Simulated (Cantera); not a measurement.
## Adiabatic ignition

An adiabatic, constant-pressure homogeneous reactor starts with 4.31 % CH4, 8.70 % O2, 87.0 % N2, at 1098 K and 10.0 bar.

Detailed kinetics in Cantera: GRI-Mech 3.0 (53 species, 325 reactions).

| t (s) | T (K) | x CH4 | x O2 | x CH2 | x O | x CH2CO | x C2H |
|---|---|---|---|---|---|---|---|
| 1.00e-6 | 1098 | 0.0431 | 0.0870 | <1e-12 | <1e-12 | <1e-12 | <1e-12 |
| 3.47e-6 | 1098 | 0.0431 | 0.0870 | <1e-12 | <1e-12 | <1e-12 | <1e-12 |
| 1.20e-5 | 1098 | 0.0431 | 0.0870 | <1e-12 | <1e-12 | <1e-12 | <1e-12 |
| 4.16e-5 | 1098 | 0.0431 | 0.0870 | <1e-12 | <1e-12 | <1e-12 | <1e-12 |
| 0.000144 | 1098 | 0.0431 | 0.0870 | <1e-12 | 3.47e-12 | <1e-12 | <1e-12 |
| 0.000500 | 1098 | 0.0431 | 0.0870 | <1e-12 | 1.76e-11 | <1e-12 | <1e-12 |
| 0.00173 | 1098 | 0.0431 | 0.0870 | <1e-12 | 8.03e-11 | <1e-12 | <1e-12 |
| 0.00600 | 1098 | 0.0430 | 0.0870 | <1e-12 | 1.29e-10 | 2.17e-11 | <1e-12 |
| 0.0208 | 1099 | 0.0429 | 0.0869 | <1e-12 | 4.42e-10 | 2.52e-9 | <1e-12 |
| 0.0721 | 2023 | <1e-12 | 0.00120 | <1e-12 | 8.81e-6 | <1e-12 | <1e-12 |
| 0.250 | 2023 | <1e-12 | 0.00115 | <1e-12 | 8.58e-6 | <1e-12 | <1e-12 |
| 0.866 | 2022 | <1e-12 | 0.00103 | <1e-12 | 8.09e-6 | <1e-12 | <1e-12 |
| 3.00 | 2022 | <1e-12 | 0.000979 | <1e-12 | 7.84e-6 | <1e-12 | <1e-12 |
x: mole fraction; the columns are a selection and need not sum to one.

- time of steepest temperature rise: 43.7 ms
- temperature at 3.00 s: 2022 K
- equilibrium temperature: 2022 K
- x(CH4) at 3.00 s: <1e-12 (gas-phase equilibrium <1e-12)
- x(O2) at 3.00 s: 0.000979 (gas-phase equilibrium 0.000978)
- x(CH2) at 3.00 s: <1e-12 (gas-phase equilibrium <1e-12)
